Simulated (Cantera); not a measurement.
**Ignition delay**

Mixture: 1.12 % CH₄, 0.0680 % C₂H₆, 1.34 % C₃H₈, 14.7 % O₂, 82.8 % N₂, equivalence ratio 0.62, at 22.0 bar, adiabatic and at constant volume. Ignition delay is the time to a rise of 400 K.

Computed with Cantera and GRI-Mech 3.0 (53 species, 325 reactions). GRI-Mech 3.0 was tuned for natural gas; its chemistry of propane as a main component is partial and can be far from experiment. The pressure lies above the range GRI-Mech 3.0 was tuned for (to about 10 atm).

| T0 (K) | delay (ms) |
|---|---|
| 1225 | 0.658 |
| 1300 | 0.214 |
| 1375 | 0.0756 |
| 1450 | 0.0299 |
| 1525 | 0.0133 |
| 1600 | 0.00667 |
| 1675 | 0.00370 |
| 1750 | 0.00225 |
| 1825 | 0.00148 |
| 1900 | 0.00103 |

```json
{
 "apparent activation energy between 1750 and 1900 K": "140 kJ/mol"
}
```
